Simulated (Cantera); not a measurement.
Input: 1 mol SiHCl₃, 0.058 mol HCl, 33 mol H₂, held at 1200 K.

Cantera equilibrium calculation (NASA polynomials, part measured and part estimated; ideal gas, pure solids and liquids). Candidate condensed phases: Si; 19 gas species. Kinetics and transport are ignored.

Question: What share of the Si ends up in condensed phases as a function of P (Pa), at 100, 300, 880, 2600, 7700, 23000, 68000, 200000?

Answer: 
```tsv
P (Pa)	Si condensed (%)	as
100	60.4	Si(s)
300	59.2	Si(s)
880	57.1	Si(s)
2600	53.5	Si(s)
7700	48.5	Si(s)
23000	42.4	Si(s)
68000	35.5	Si(s)
200000	28.4	Si(s)
```
